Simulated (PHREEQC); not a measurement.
Model water analysis in mg/L, 60 °C, pH 2.57, pe 8.2:

```csv
constituent,mg/L
Na,153
K,5.99
Ca,323
Mg,15.8
Cl,242
S(6) as SO4,1060
B,0.0413
O(0) (dissolved oxygen),8.32
Al,0.269
N(5) as NO3,26.1
Pb,13.6
```

Valence states are taken as typed.

All values are PHREEQC results (ion-association model, phreeqc.dat), not measurements.

This is a speciation only: nothing precipitates in the calculation.

Task: Predict the ionic strength, specific conductance, charge-balance error.

Result: ionic strength 0.0350 mol/kgw; specific conductance 6130 µS/cm; charge-balance error 1.2 %.

Task: In which forms is Na present?

Result: Na+ 98 %, NaSO4- 1.8 % of the Na.

The solution is supersaturated, for example in Anglesite, so a real one may precipitate; this is no full list. Away from 25 °C the constants follow the database's enthalpies or fits; those with neither stay at their 25 °C values.
